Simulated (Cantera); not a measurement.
Feed: 1 mol Si2Cl6, a varied amount of N2, 0.14 mol H2, equilibrated at 923.15 K and 0.000120 bar.

These are equilibrium values from Cantera (NASA tables, ideal gas, pure condensed phases), not measurements of a reactor. Candidate condensed phases: NH4Cl, Si, Si3N4; 28 gas species. The feed counts by its element totals alone. N2 is the only nitrogen source here; it is nearly inert below about 1500 K, so the nitride shown seldom forms there in practice. The tables' values for SiCl3 are old estimates; treat these amounts as uncertain. The numbers say what is thermodynamically allowed, not how fast it happens.

x: gas mole fraction; n: condensed amount in mol.

| n(N2) (mol) | x N2 | x SiCl4 | x HCl | x H2 | n Si3N4(s) |
|---|---|---|---|---|---|
| 8.8 | 0.831 | 0.141 | 0.0270 | 0.000298 | 0.189 |
| 16 | 0.901 | ? | ? | ? | 0.189 |
| 23 | 0.930 | ? | ? | ? | 0.189 |
| 31 | 0.947 | 0.0442 | 0.00856 | 5.11e-5 | 0.190 |
| 38 | 0.957 | 0.0363 | 0.00704 | 3.81e-5 | 0.190 |
| 45 | 0.963 | 0.0308 | 0.00598 | 2.98e-5 | 0.190 |
| 52 | 0.968 | 0.0268 | 0.00520 | 2.41e-5 | 0.190 |
| 60 | 0.972 | 0.0233 | 0.00453 | 1.95e-5 | 0.190 |
| 67 | 0.975 | 0.0209 | 0.00406 | 1.66e-5 | 0.190 |

Question: Fill in the missing entries.

Answer: 
- 23, x SiCl4: 0.0587
- 23, x HCl: 0.0113
- 23, x H2: 7.85e-5
- 16, x SiCl4: 0.0825
- 16, x HCl: 0.0159
- 16, x H2: 0.000131
